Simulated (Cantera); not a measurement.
Feed: 1 mol Fe(CO)₅, 9.8 mol CO, a varied amount of H₂, at 1123.15 K and 0.500 bar.

These are equilibrium values from Cantera (NASA tables, ideal gas, pure condensed phases), not measurements of a reactor. Candidate condensed phases: C, C₆H₆, C₇H₈, C₈H₁₈, Fe, Fe(CO)₅, FeO, Fe(OH)₂, Fe(OH)₃, Fe₂O₃, Fe₃O₄, H₂O; 114 gas species. Condensed phases not in the tables: cementite and carbon dissolved in iron. Kinetics and transport are ignored.

x: gas mole fraction; n: condensed amount in mol.

| n(H₂) (mol) | x CO | x H₂ | x CO₂ | x H₂O | x CH₄ | x HCHO (formaldehyde) | x H | n C(graphite) | n Fe(α) |
|---|---|---|---|---|---|---|---|---|---|
| 0.16 | 0.961 | 0.0107 | 0.0278 | 0.000337 | [?] | 2.64e-9 | 6.24e-9 | 0.410 | 1.00 |
| 0.25 | 0.955 | 0.0165 | 0.0275 | 0.000521 | [?] | 4.07e-9 | 7.77e-9 | 0.410 | 1.00 |
| 0.38 | 0.947 | 0.0249 | 0.0270 | 0.000778 | [?] | 6.09e-9 | 9.54e-9 | 0.410 | 1.00 |
| 0.59 | 0.934 | 0.0382 | 0.0263 | 0.00117 | [?] | 9.19e-9 | 1.18e-8 | 0.411 | 1.00 |
| 0.9 | 0.916 | 0.0571 | 0.0253 | 0.00172 | [?] | 1.35e-8 | 1.44e-8 | 0.412 | 1.00 |
| 1.4 | 0.888 | 0.0860 | 0.0237 | 0.00251 | [?] | 1.97e-8 | 1.77e-8 | 0.413 | 1.00 |
| 2.2 | 0.846 | 0.129 | 0.0216 | 0.00358 | [?] | 2.80e-8 | 2.17e-8 | 0.413 | 1.00 |

Task: Some entries are withheld; supply them.

Result: 
- 0.16, x CH₄: 1.66e-6
- 0.25, x CH₄: 4.01e-6
- 0.38, x CH₄: 9.11e-6
- 0.59, x CH₄: 2.14e-5
- 0.9, x CH₄: 4.77e-5
- 1.4, x CH₄: 0.000108
- 2.2, x CH₄: 0.000242
